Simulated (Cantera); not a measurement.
A closed system holds: 1 mol Ca(OH)2, 0.97 mol CO2, 1 mol H2, held at 1.33 mbar.

Equilibrium computed with Cantera from the NASA thermochemical tables; the gas is ideal and each condensed phase is pure. Candidate condensed phases: C, C6H6, C7H8, C8H18, Ca, CaCO3, CaO, Ca(OH)2, H2O; 115 gas species. The numbers say what is thermodynamically allowed, not how fast it happens.

Q: At 1848 K, list the 5 most abundant gas species with their mole fractions, and the condensed phases.

A: H2O 0.512, CO 0.178, H2 0.155, CO2 0.147, H 0.00572. Condensed: CaO(s).
